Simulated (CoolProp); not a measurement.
Saturation properties of R1234yf (Tc = 94.7 °C, pc = 3.384 MPa, ω = 0.276).

Model: reference Helmholtz-energy equation of state, Lemmon 2022, in CoolProp.

| T (°C) | p (MPa) | vapour density (kg/m³) | enthalpy of vaporisation (kJ/kg) | surface tension (mN/m) | vapour viscosity (µPa s) | liquid conductivity (mW/(m K)) |
|---|---|---|---|---|---|---|
| -66.65 | 0.01389 | 0.9327 | 199.5 | 19.9 | 8.49 | 95.3 |
| -60.05 | 0.02098 | 1.371 | 196.3 | 18.8 | 8.77 | 92.8 |
| -53.55 | 0.03062 | 1.951 | 193.2 | 17.7 | 9.05 | 90.4 |
| -46.95 | 0.04379 | 2.724 | 189.9 | 16.6 | 9.33 | 87.9 |
| -40.45 | 0.06085 | 3.704 | 186.6 | 15.5 | 9.61 | 85.5 |
| -33.85 | 0.08319 | 4.966 | 183.2 | 14.5 | 9.89 | 83.1 |
| -27.35 | 0.1111 | 6.515 | 179.7 | 13.5 | 10.2 | 80.8 |
| -20.75 | 0.1464 | 8.452 | 176.0 | 12.5 | 10.5 | 78.5 |
| -14.15 | 0.1898 | 10.82 | 172.2 | 11.5 | 10.7 | 76.2 |
| -7.65 | 0.2417 | 13.62 | 168.3 | 10.5 | 11.0 | 74.0 |
| -1.05 | 0.3048 | 17.03 | 164.2 | 9.61 | 11.3 | 71.8 |

It boils at -29.5 °C under 1 atm.

Viscosity comes from a separate model (Bell 2016), an estimate that may be off by 10 % or more. Thermal conductivity comes from a separate model (Perkins 2011). Surface tension comes from a separate correlation (Mulero 2012).
